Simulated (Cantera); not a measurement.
A perfectly stirred reactor is fed with 26.9 % CO, 10.2 % H2, 13.2 % O2, 49.7 % N2, equivalence ratio 1.4, at 6450 Torr; it is adiabatic with a 575 K inlet, and is followed from long to short residence time, starting on the burning branch (τ in s: 0.45, 0.19, 0.084, 0.036, 0.016, 0.0069, 0.003, 0.0013, 0.00056, 0.00024, 0.0001, 4.5e-05, 2e-05).

Computed with Cantera and GRI-Mech 3.0 (53 species, 325 reactions). The hydrogen kinetics of GRI-Mech 3.0 are dated; newer H2 mechanisms differ, most at raised pressure.

One state of this run: T (K) = 2151; x CO = 0.147; x H2 = 0.0144; x O2 = 0.0196; x H2O2 = 8.62e-7; x O = 0.00590; x NO = 0.000133. x: mole fraction; the columns are a selection and need not sum to one.

Question: Which value of τ (s) does it belong to?
A) 0.0069
B) 0.016
C) 2.0e-5
D) 0.00024

Answer: C, 2.0e-5
